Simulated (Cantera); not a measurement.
Feed: 1 mol Cr2O3, 480 mol H2, 0.49 mol N2, at 1.10 mbar.

Method: chemical equilibrium by Gibbs-energy minimisation in Cantera with the NASA 1993 tables (ideal gas, pure condensed phases). Candidate condensed phases: Cr, CrN, Cr2N, Cr2O3, H2O; 29 gas species. Mutual solubility and eutectic melting of coexisting phases are not modelled. Rates play no part.

x: gas mole fraction; n: condensed amount in mol.

```
T (K)   x H2       x H     x H2O      x Cr      x N2      x OH  n Cr(s)  n Cr2O3(s)
-----  -----  --------  --------  --------  --------  --------  -------  ----------
1350   0.998   7.18e-5  0.000411   1.64e-5   0.00102  4.79e-10    0.124         ___
1450   0.998  0.000285  0.000879  0.000176   0.00102   6.02e-9    0.197         ___
1550   0.995  0.000947   0.00184   0.00123   0.00102   5.89e-8        0         ___
1650   0.987   0.00272   0.00534   0.00356   0.00101   6.65e-7        0         ___
1750   0.982   0.00695   0.00618   0.00412   0.00101   2.56e-6        0           0
1850   0.973    0.0160   0.00615   0.00410   0.00101   7.48e-6        0           0
1950   0.955    0.0338   0.00608   0.00406  0.000998   1.95e-5        0           0
2050   0.923    0.0657   0.00595   0.00399  0.000982   4.63e-5        0           0
2150   0.871     0.119   0.00572   0.00388  0.000955  0.000101        0           0
```

Question: Complete the blanks.

Answer: 
- 1350, n Cr2O3(s): 0.934
- 1450, n Cr2O3(s): 0.859
- 1550, n Cr2O3(s): 0.705
- 1650, n Cr2O3(s): 0.139
